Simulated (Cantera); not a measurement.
## Thermodynamics of aluminium and copper etching, feed Al + HCl + N₂

Input: 1 mol Al, 6.7 mol HCl, a varied amount of N₂, at 402 °C and 8800 Pa.

Cantera equilibrium calculation (NASA polynomials, part measured and part estimated; ideal gas, pure solids and liquids). Candidate condensed phases: Al, AlCl₃, AlN, NH₄Cl; 20 gas species. The numbers say what is thermodynamically allowed, not how fast it happens.

```tsv
n(N₂) (mol)	x N₂	x HCl	x H₂	x AlCl₃	x Al₂Cl₆
0.28	0.0451	0.596	0.242	0.0733	0.0439
0.44	0.0691	0.581	0.235	0.0720	0.0425
0.68	0.103	0.560	0.227	0.0703	0.0405
1	0.144	0.533	0.216	0.0681	0.0380
1.6	0.212	0.491	0.199	0.0645	0.0340
2.5	0.296	0.438	0.177	0.0598	0.0293
3.9	0.395	0.375	0.152	0.0539	0.0237
6	0.501	0.309	0.125	0.0471	0.0182
9.3	0.608	0.242	0.0980	0.0396	0.0129
14	0.699	0.185	0.0749	0.0326	0.00868
22	0.784	0.132	0.0535	0.0252	0.00521
35	0.852	0.0901	0.0365	0.0186	0.00285
```
x: gas mole fraction; nothing condenses.

From 0.28 mol N₂ to 35 mol N₂ nothing is condensed. The main Al-bearing gas is Al₂Cl₆ at 0.28 mol N₂ and AlCl₃ at 35 mol N₂.
